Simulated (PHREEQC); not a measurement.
Make-up at 55 °C: 0.00024 mol H2S and 0.0038 mol ZnCl2 per kg of water. Closed to the air; pH follows from the charge balance.

Model: ion-association model, phreeqc.dat, run in PHREEQC.

| quantity | before | after |
|---|---|---|
| pH | 3.68 | 5.14 |
| ionic strength (mol/kgw) | 0.0110 | 7.23e-6 |

Name the change that produced these shifts.
(A) diluted 2-fold with water
(B) H2S left out
(C) H2S replaced by NaHS at the same molality
(D) ZnCl2 left out
(E) H2S from 0.00024 to 2.4e-05 mol/kgw

D, ZnCl2 left out

No solid was allowed to form. Some of these states are supersaturated (in Sphalerite (slow to form), for instance). Constants without temperature data keep their 25 °C values here.
